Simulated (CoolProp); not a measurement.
Vapour pressure (kPa) of R236EA: the reference equation beside estimates from Tc = 412.4 K, pc = 3414 kPa, ω = 0.368.

Computed with CoolProp (reference Helmholtz-energy equation of state, Rui 2013).

| T (K) | reference | Redlich-Kwong | Soave-Redlich-Kwong |
|---|---|---|---|
| 260.9 | 44.83 | 119.4 | 44.59 |
| 271.7 | 73.50 | 175.1 | 73.20 |
| 282.5 | 115.1 | 248.0 | 114.9 |
| 293.4 | 174.0 | 341.7 | 174.1 |
| 304.2 | 253.0 | 457.3 | 254.0 |
| 315 | 357.3 | 598.3 | 359.6 |
| 325.8 | 491.5 | 767.1 | 496.1 |
| 336.7 | 662.7 | 968.4 | 670.5 |
| 347.5 | 873.5 | 1201 | 885.4 |
| 358.3 | 1131 | 1468 | 1148 |
| 369.1 | 1443 | 1773 | 1465 |

Absolute difference from the reference over all 11 rows, mean and median: Redlich-Kwong 77.9 and 67.5 %, Soave-Redlich-Kwong 0.8 and 0.6 %.
